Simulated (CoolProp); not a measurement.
Fluoroethane (R161) along the isobar 970 kPa: fugacity coefficient from the reference equation and from simpler models built on Tc = 375.2 K, pc = 5010 kPa, ω = 0.216; each cubic takes its own stable root.

Computed with CoolProp (reference Helmholtz-energy equation of state, Wu 2012).

| T (K) | phase | reference | van der Waals | Peng-Robinson |
|---|---|---|---|---|
| 142.5 | liquid | 4.702e-5 | 0.01822 | 5.669e-5 |
| 151.4 | liquid | ? | 0.03034 | 0.0001846 |
| 160.4 | liquid | 0.0004768 | 0.04789 | 0.0005255 |
| 169.4 | liquid | ? | ? | 0.001321 |
| 178.4 | liquid | 0.002848 | ? | 0.002992 |
| 187.3 | liquid | ? | 0.1433 | 0.006150 |
| 196.3 | liquid | 0.01153 | 0.1929 | ? |
| 205.3 | liquid | 0.02088 | 0.2528 | 0.02124 |
| 214.3 | liquid | 0.03562 | ? | 0.03605 |
| 223.2 | liquid | ? | 0.4040 | 0.05791 |
| 232.2 | liquid | 0.08887 | 0.4967 | 0.08947 |
| 241.2 | liquid | 0.1322 | 0.6006 | 0.1329 |

### Question
What belongs in the gaps?

### Answer

- 151.4, reference: 0.0001612
- 169.4, reference: 0.001233
- 169.4, van der Waals: 0.07193
- 178.4, van der Waals: 0.1036
- 187.3, reference: 0.005940
- 196.3, Peng-Robinson: 0.01181
- 214.3, van der Waals: 0.3233
- 223.2, reference: 0.05739
